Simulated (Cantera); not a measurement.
Adiabatic ignition

An adiabatic, constant-volume homogeneous reactor starts with 21.3 % CO, 4.04 % H2, 5.96 % CH4, 14.4 % O2, 54.3 % N2, equivalence ratio 1.7, at 1150 K and 1.01 bar.

Cantera simulation using GRI-Mech 3.0 (53 species, 325 reactions); the numbers are that mechanism's predictions, not measurements.

```csv
t (s),T (K),P (bar),x CO,x H2,x CH4,x CH2CO,x CH2O,x NO
5.00e-6,1150,1.01,0.213,0.0404,0.0596,<1e-12,5.77e-12,<1e-12
1.52e-5,1150,1.01,0.213,0.0404,0.0596,<1e-12,9.62e-11,<1e-12
4.60e-5,1150,1.01,0.213,0.0404,0.0596,<1e-12,1.36e-9,<1e-12
0.000140,1150,1.01,0.213,0.0404,0.0596,6.46e-12,2.37e-8,<1e-12
0.000423,1150,1.01,0.213,0.0404,0.0595,1.53e-9,3.37e-6,<1e-12
0.00128,1174,1.03,0.212,0.0400,0.0574,1.94e-6,0.000387,4.47e-12
0.00389,2832,2.48,0.183,0.0332,<1e-12,<1e-12,6.06e-9,0.00369
0.0118,2831,2.48,0.183,0.0333,<1e-12,<1e-12,6.07e-9,0.00386
0.0358,2831,2.48,0.183,0.0333,<1e-12,<1e-12,6.07e-9,0.00386
0.109,2831,2.48,0.183,0.0333,<1e-12,<1e-12,6.07e-9,0.00386
0.330,2831,2.48,0.183,0.0333,<1e-12,<1e-12,6.07e-9,0.00386
1.00,2831,2.48,0.183,0.0333,<1e-12,<1e-12,6.07e-9,0.00386
```
x: mole fraction; the columns are a selection and need not sum to one.

- time of steepest temperature rise = 2.37 ms
- temperature at 1.00 s = 2831 K
- equilibrium temperature = 2831 K
- x(CO) at 1.00 s = 0.183 (gas-phase equilibrium 0.183)
- x(H2) at 1.00 s = 0.0333 (gas-phase equilibrium 0.0333)
- x(CH4) at 1.00 s = <1e-12 (gas-phase equilibrium <1e-12)
